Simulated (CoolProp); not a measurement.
trans-2-butene along the isotherm 525 K: fugacity coefficient from the reference equation and from simpler models built on Tc = 428.6 K, pc = 4019 kPa, ω = 0.210; each cubic takes its own stable root.

Values from CoolProp's reference Helmholtz-energy equation of state, Lemmon 2005. It is a short technical equation, of lower accuracy than the large ones.

```tsv
p (kPa)	phase	reference
19.1	gas	0.9992
29.7	gas	0.9987
46.2	gas	0.9980
72	gas	0.9969
112	gas	0.9951
174	gas	0.9924
272	gas	0.9881
423	gas	0.9816
659	gas	0.9714
1030	gas	0.9556
1600	gas	0.9315
2490	gas	0.8948
3870	gas	0.8398
6030	supercritical	0.7592
```

Question: How far does each simpler model (van der Waals, Redlich-Kwong, Soave-Redlich-Kwong, Peng-Robinson) lie from the reference over these 14 states: mean and median of the absolute difference, and the worst?

Answer: 
- van der Waals: mean 0.3 %, median 0.0 %, worst -2.4 % at 525 K and 6030 kPa
- Redlich-Kwong: mean 0.3 %, median 0.1 %, worst -1.7 % at 525 K and 6030 kPa
- Soave-Redlich-Kwong: mean 0.3 %, median 0.1 %, worst +2.0 % at 525 K and 6030 kPa
- Peng-Robinson: mean 0.5 %, median 0.2 %, worst -2.0 % at 525 K and 6030 kPa
